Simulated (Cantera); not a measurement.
Transport properties of process gases

Gas mixture: C₃H₈ : H₂ : CH₄ = 0.36 : 0.37 : 0.29 (molar parts), at 0.987 atm, frozen composition.

Cantera's kinetic-theory transport with the Lennard-Jones parameters of GRI-Mech 3.0, ideal gas; thermal conductivity in the mixture-averaged form. The composition is frozen, though it would react at the higher temperatures.

| T (K) | ρ (kg/m³) | cp (J/kg/K) | μ (µPa s) | λ (mW/m/K) | Pr | D (cm²/s) CH₃ | D (cm²/s) H₂O | D (cm²/s) NH₃ |
|---|---|---|---|---|---|---|---|---|
| 400 | 0.627 | 2654 | 12.6 | 80.9 | 0.413 | 0.379 | 0.375 | 0.365 |
| 550 | 0.456 | 3230 | 16.4 | 114 | 0.462 | 0.668 | 0.693 | 0.669 |
| 700 | 0.358 | 3726 | 19.7 | 148 | 0.495 | 1.02 | 1.09 | 1.04 |
| 850 | 0.295 | 4136 | 22.7 | 182 | 0.516 | 1.42 | 1.55 | 1.48 |
| 1000 | 0.251 | 4483 | 25.5 | 216 | 0.530 | 1.87 | 2.07 | 1.98 |
| 1150 | 0.218 | 4751 | 28.1 | 249 | 0.538 | 2.37 | 2.65 | 2.53 |
D: mixture-averaged diffusion coefficient of that species in the mixture.
